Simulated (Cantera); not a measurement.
Input: 1 mol CH3F, equilibrated at 1525 K and 0.00133 bar.

Equilibrium computed with Cantera from the NASA thermochemical tables; the gas is ideal and each condensed phase is pure. Candidate condensed phases: C, C6H6, C7H8, C8H18; 95 gas species. The numbers say what is thermodynamically allowed, not how fast it happens.

Base state: HF 0.500, H2 0.500, H 0.000458 (mole fractions); condensed: C(graphite).

What changes in the equilibrium state with this change: temperature from 1525 K to 2750 K?


```json
[
 {"species": "H", "before": "0.000458", "after": "0.542"},
 {"species": "HF", "before": "0.500", "after": "0.344"},
 {"species": "H2", "before": "0.500", "after": "0.0837"},
 {"species": "C3", "before": "<1e-9", "after": "0.0127"},
 {"species": "C", "before": "<1e-9", "after": "0.00283"},
 {"species": "C2H", "before": "<1e-9", "after": "0.00177"},
 {"species": "C(graphite), mol", "before": "1.000", "after": "0.851"}
]
```
